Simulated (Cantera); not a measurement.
## FeS + H2S + N2 + SO3 (roasting and sulfation)

Feed: 1 mol FeS, 0.84 mol H2S, 1.1 mol N2, 0.081 mol SO3, held at 1798 K.

These are equilibrium values from Cantera (NASA tables, ideal gas, pure condensed phases), not measurements of a reactor. Candidate condensed phases: Fe, FeO, Fe(OH)2, Fe(OH)3, FeS, FeSO4, FeS2, Fe2O3, Fe2(SO4)3, Fe3O4, H2O, H2SO4, S; 38 gas species. FeS: taken at fixed stoichiometry. Kinetics and transport are ignored.

```tsv
P (Pa)	log p N2	log p H2	log p S2	log p H2S	log p H2O	n FeS(l)
1000	-2.34	-2.60	-2.76	-3.95	-3.09	0.997
2300	-1.98	-2.25	-2.40	-3.42	-2.70	0.999
5400	-1.60	-1.90	-2.03	-2.88	-2.31	1.000
13000	-1.22	-1.54	-1.66	-2.33	-1.91	1.000
29000	-0.87	-1.22	-1.32	-1.84	-1.55	1.000
68000	-0.49	-0.89	-0.97	-1.34	-1.17	1.000
160000	-0.12	-0.57	-0.62	-0.84	-0.79	1.000
370000	0.25	-0.26	-0.29	-0.37	-0.42	1.000
860000	0.63	0.03	0.05	0.09	-0.05	1.000
2000000	1.00	0.31	0.38	0.53	0.33	1.000
```
log p: log10 of the partial pressure in bar; n: condensed amount in mol.

From 10.0 mbar to 20.0 bar the condensed part is FeS(l). The main Fe-bearing gas is Fe at 10.0 mbar and Fe(OH)2 at 20.0 bar.
